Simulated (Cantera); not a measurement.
An isothermal plug-flow reactor at 825 K and 1.01 bar (inlet), inlet velocity 2 m/s, active area per volume 3500 1/m; feed 3.02 % CO, 17.5 % O2, 77.0 % N2, 2.44 % H2O, equivalence ratio 0.086.

Cantera simulation using Deutschmann's 1995 Pt surface mechanism with GRI-Mech 3.0 gas chemistry; the numbers are that mechanism's predictions, not measurements. Catalytic surfaces can have several steady states; this one follows from the mechanism file's or the stated starting coverage. Mass transfer to the wall is taken as infinitely fast.

x: gas mole fraction; θ: surface coverage.

```tsv
z (m)	x CO	x O2	x H2O	x CO2	θ free Pt	θ O*	θ OH*	θ CO*
0.00023	0.00590	0.165	0.0247	0.0247	0.0598	0.935	0.00351	0.00176
0.00049	?	0.164	0.0247	0.0268	?	0.946	0.00322	?
0.001	0.00205	0.164	0.0247	0.0286	0.0443	0.952	0.00305	0.000331
0.0023	0.000542	0.163	0.0247	0.0301	0.0410	0.956	0.00294	7.48e-5
0.0049	4.74e-5	0.163	0.0247	0.0306	0.0401	0.957	0.00291	6.24e-6
0.01	4.31e-7	0.163	0.0247	0.0307	0.0400	0.957	0.00291	5.66e-8
0.023	2.74e-12	0.163	0.0247	0.0307	0.0400	0.957	0.00291	<1e-12
```

Q: Fill in the missing entries.

A: 
- 0.00049, x CO: 0.00385
- 0.00049, θ free Pt: 0.0497
- 0.00049, θ CO*: 0.000786
